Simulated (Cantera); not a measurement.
An adiabatic, constant-volume homogeneous reactor starts with 4.63 % CH4, 6.02 % CO, 14.8 % O2, 55.6 % N2, 19.0 % CO2, at 1475 K and 270 Torr.

Model: GRI-Mech 3.0 (53 species, 325 reactions), integrated in Cantera.

x: mole fraction; the columns are a selection and need not sum to one.

| t (s) | T (K) | P (bar) | x CH4 | x CO | x O2 | x CO2 | x NO | x C2H4 | x H2O2 |
|---|---|---|---|---|---|---|---|---|---|
| 3.00e-6 | 1475 | 0.360 | 0.0463 | 0.0602 | 0.148 | 0.190 | <1e-12 | <1e-12 | 2.97e-11 |
| 8.05e-6 | 1475 | 0.360 | 0.0463 | 0.0602 | 0.148 | 0.190 | <1e-12 | <1e-12 | 1.91e-10 |
| 2.16e-5 | 1475 | 0.360 | 0.0463 | 0.0602 | 0.148 | 0.190 | <1e-12 | 1.66e-12 | 1.04e-9 |
| 5.79e-5 | 1475 | 0.360 | 0.0463 | 0.0602 | 0.148 | 0.190 | <1e-12 | 5.63e-11 | 3.98e-9 |
| 0.000155 | 1475 | 0.360 | 0.0463 | 0.0602 | 0.148 | 0.190 | <1e-12 | [?] | 9.07e-9 |
| 0.000417 | 1475 | 0.360 | 0.0463 | 0.0602 | 0.148 | 0.190 | <1e-12 | [?] | 1.32e-8 |
| 0.00112 | 1475 | 0.360 | 0.0461 | 0.0602 | 0.148 | 0.190 | <1e-12 | [?] | 2.81e-8 |
| 0.00300 | 1496 | 0.365 | 0.0421 | 0.0606 | 0.145 | 0.190 | 1.08e-11 | [?] | 7.81e-7 |
| 0.00805 | 2494 | 0.611 | <1e-12 | 0.0518 | 0.0475 | 0.244 | 0.00135 | <1e-12 | 9.86e-8 |
| 0.0216 | 2490 | 0.609 | <1e-12 | 0.0515 | 0.0456 | 0.244 | 0.00504 | <1e-12 | 9.62e-8 |
| 0.0579 | 2486 | 0.608 | <1e-12 | 0.0513 | 0.0441 | 0.244 | 0.00817 | <1e-12 | 9.38e-8 |
| 0.155 | 2485 | 0.608 | <1e-12 | 0.0512 | 0.0439 | 0.244 | 0.00858 | <1e-12 | 9.35e-8 |
| 0.417 | 2485 | 0.608 | <1e-12 | 0.0512 | 0.0439 | 0.244 | 0.00858 | <1e-12 | 9.35e-8 |
| 1.12 | 2485 | 0.608 | <1e-12 | 0.0512 | 0.0439 | 0.244 | 0.00858 | <1e-12 | 9.35e-8 |
| 3.00 | 2485 | 0.608 | <1e-12 | 0.0512 | 0.0439 | 0.244 | 0.00858 | <1e-12 | 9.35e-8 |

Question: Fill in the missing entries.

Answer: 
- 0.000155, x C2H4: 1.64e-9
- 0.000417, x C2H4: 5.34e-8
- 0.00112, x C2H4: 2.57e-6
- 0.00300, x C2H4: 0.000313
